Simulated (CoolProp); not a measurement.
Computed with CoolProp (reference Helmholtz-energy equation of state, Fiedler 2023).

For tetrahydrofuran, give the phase and the density (kg/m³), cv (kJ/(kg K)), Joule-Thomson coefficient (K/MPa), isothermal compressibility (1/MPa) at 71.55 °C and 1.38 MPa.


- 71.55 °C and 1.38 MPa: liquid; density 831, cv 1.35, Joule-Thomson coefficient -0.327, isothermal compressibility 0.00148
